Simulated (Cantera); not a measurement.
**Fe₂O₃ + Cl₂ + O₂ (oxide etching and cleaning by halides)**

Input: 1 mol Fe₂O₃, 0.99 mol Cl₂, 2.8 mol O₂, at 10.0 mbar.

These are equilibrium values from Cantera (NASA tables, ideal gas, pure condensed phases), not measurements of a reactor. Candidate condensed phases: Fe, FeCl₂, FeCl₃, FeO, Fe₂O₃, Fe₃O₄; 13 gas species. Condensed phases not in the tables: FeOCl. Rates play no part.

From 623 K to 1448 K the condensed part is Fe₂O₃(s). At 1523 K the condensed part is Fe₃O₄(s). The main Fe-bearing gas is FeCl₃ at 623 K and FeCl₂ at 1523 K.

| T (K) | log p O₂ | log p Cl₂ | log p FeCl₂ | log p Cl | log p FeCl₃ | n Fe₂O₃(s) | n Fe₃O₄(s) |
|---|---|---|---|---|---|---|---|
| 623 | -2.13 | -2.58 | <-14 | -8.61 | -9.51 | 1.00 | 0 |
| 698 | -2.13 | -2.58 | -11.77 | -7.50 | -8.11 | 1.000 | 0 |
| 773 | -2.13 | -2.58 | -9.86 | -6.60 | -7.01 | 1.000 | 0 |
| 848 | -2.13 | -2.58 | -8.30 | -5.86 | -6.11 | 1.000 | 0 |
| 923 | -2.13 | -2.58 | -7.00 | -5.24 | -5.37 | 0.999 | 0 |
| 998 | -2.13 | -2.59 | -5.92 | -4.72 | -4.75 | 0.996 | 0 |
| 1073 | -2.13 | -2.61 | -5.00 | -4.27 | -4.25 | 0.987 | 0 |
| 1148 | -2.13 | -2.65 | -4.24 | -3.90 | -3.86 | 0.962 | 0 |
| 1223 | -2.13 | -2.75 | -3.64 | -3.60 | -3.61 | 0.907 | 0 |
| 1298 | -2.12 | -2.93 | -3.21 | -3.38 | -3.55 | 0.815 | 0 |
| 1373 | -2.12 | -3.22 | -2.95 | -3.25 | -3.68 | 0.716 | 0 |
| 1448 | -2.13 | -3.59 | -2.83 | -3.19 | -3.96 | 0.647 | 0 |
| 1523 | -2.12 | -3.98 | -2.79 | -3.16 | -4.31 | 0 | 0.410 |
log p: log10 of the partial pressure in bar; n: condensed amount in mol.
